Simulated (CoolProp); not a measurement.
Model: reference Helmholtz-energy equation of state, Tillner-Roth 1997, in CoolProp.

For CH2F2 (R32), give the phase and the density (kg/m³), Joule-Thomson coefficient (K/MPa), isothermal compressibility (1/MPa) at 426 K and 28.7 MPa; 323.2 K and 1.99 MPa.


- 426 K and 28.7 MPa: supercritical; density 684, Joule-Thomson coefficient 0.767, isothermal compressibility 0.0160
- 323.2 K and 1.99 MPa: gas; density 48.6, Joule-Thomson coefficient 18.4, isothermal compressibility 0.659
